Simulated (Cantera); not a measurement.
Mixture: CH₃OH : O₂ : N₂ = 1 : 1.25 : 5.38 (molar parts), equivalence ratio 1.2, at 0.350 bar, adiabatic and at constant pressure. Ignition delay is the time to a rise of 400 K.

Detailed kinetics in Cantera: GRI-Mech 3.0 (53 species, 325 reactions). GRI-Mech 3.0 was tuned for natural gas; its chemistry of methanol as a main component is partial and can be far from experiment.

Q: Predict: delay at 1248 K; delay at 1348 K; delay at 1448 K; delay at 1548 K; apparent activation energy between 1498 and 1598 K.

A: 
```
Quantity                                                Result
--------------------------------------------------  ----------
delay at 1248 K                                        11.6 ms
delay at 1348 K                                        2.99 ms
delay at 1448 K                                       0.973 ms
delay at 1548 K                                       0.387 ms
apparent activation energy between 1498 and 1598 K  170 kJ/mol
```
